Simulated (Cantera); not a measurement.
Feed: 1 mol Al(CH3)3, 0.86 mol N2O, a varied amount of H2, equilibrated at 1577 °C and 14.0 mbar.

Cantera equilibrium calculation (NASA polynomials, part measured and part estimated; ideal gas, pure solids and liquids). Candidate condensed phases: Al, AlN, Al2O3, C, C6H6, C7H8, C8H18, H2O; 148 gas species. The feed counts by its element totals alone. Rates play no part.

log p: log10 of the partial pressure in bar; n: condensed amount in mol.

```json
[
 {"n(H2) (mol)": "5.7", "log p H2": "-1.91", "log p CO": "-2.98", "log p N2": "-3.34", "log p Al": "-4.35", "log p H": "-4.22", "log p HCN": "-4.73", "n AlN(s)": "0.961", "n C(graphite)": "2.12"},
 {"n(H2) (mol)": "8.8", "log p H2": "-1.90", "log p CO": "-3.09", "log p N2": "-3.44", "log p Al": "-4.31", "log p H": "-4.22", "log p HCN": "-4.78", "n AlN(s)": "0.944", "n C(graphite)": "2.12"},
 {"n(H2) (mol)": "13", "log p H2": "-1.89", "log p CO": "-3.20", "log p N2": "-3.54", "log p Al": "-4.26", "log p H": "-4.21", "log p HCN": "-4.82", "n AlN(s)": "0.920", "n C(graphite)": "2.11"},
 {"n(H2) (mol)": "20", "log p H2": "-1.88", "log p CO": "-3.33", "log p N2": "-3.66", "log p Al": "-4.20", "log p H": "-4.21", "log p HCN": "-4.88", "n AlN(s)": "0.874", "n C(graphite)": "2.10"},
 {"n(H2) (mol)": "31", "log p H2": "-1.87", "log p CO": "-3.49", "log p N2": "-3.77", "log p Al": "-4.14", "log p H": "-4.21", "log p HCN": "-4.93", "n AlN(s)": "…", "n C(graphite)": "2.09"},
 {"n(H2) (mol)": "48", "log p H2": "-1.87", "log p CO": "-3.66", "log p N2": "-3.88", "log p Al": "-4.08", "log p H": "-4.20", "log p HCN": "-4.99", "n AlN(s)": "…", "n C(graphite)": "2.07"},
 {"n(H2) (mol)": "73", "log p H2": "-1.87", "log p CO": "-3.82", "log p N2": "-3.97", "log p Al": "-4.04", "log p H": "-4.20", "log p HCN": "-5.03", "n AlN(s)": "…", "n C(graphite)": "2.05"},
 {"n(H2) (mol)": "110", "log p H2": "-1.87", "log p CO": "-3.99", "log p N2": "-4.04", "log p Al": "-4.00", "log p H": "-4.20", "log p HCN": "-5.06", "n AlN(s)": "…", "n C(graphite)": "2.01"},
 {"n(H2) (mol)": "170", "log p H2": "-1.86", "log p CO": "-4.17", "log p N2": "-4.19", "log p Al": "-4.12", "log p H": "-4.20", "log p HCN": "-5.14", "n AlN(s)": "0", "n C(graphite)": "1.95"},
 {"n(H2) (mol)": "260", "log p H2": "-1.86", "log p CO": "-4.35", "log p N2": "-4.38", "log p Al": "-4.30", "log p H": "-4.20", "log p HCN": "-5.23", "n AlN(s)": "0", "n C(graphite)": "1.88"},
 {"n(H2) (mol)": "400", "log p H2": "-1.86", "log p CO": "-4.53", "log p N2": "-4.57", "log p Al": "-4.48", "log p H": "-4.20", "log p HCN": "-5.32", "n AlN(s)": "0", "n C(graphite)": "1.78"},
 {"n(H2) (mol)": "610", "log p H2": "-1.86", "log p CO": "-4.71", "log p N2": "-4.76", "log p Al": "-4.67", "log p H": "-4.20", "log p HCN": "-5.42", "n AlN(s)": "0", "n C(graphite)": "1.64"},
 {"n(H2) (mol)": "930", "log p H2": "-1.86", "log p CO": "-4.89", "log p N2": "-4.95", "log p Al": "-4.85", "log p H": "-4.20", "log p HCN": "-5.51", "n AlN(s)": "0", "n C(graphite)": "1.43"}
]
```

Question: What belongs in the gaps?

Answer: 
- 31, n AlN(s): 0.795
- 48, n AlN(s): 0.661
- 73, n AlN(s): 0.450
- 110, n AlN(s): 0.125
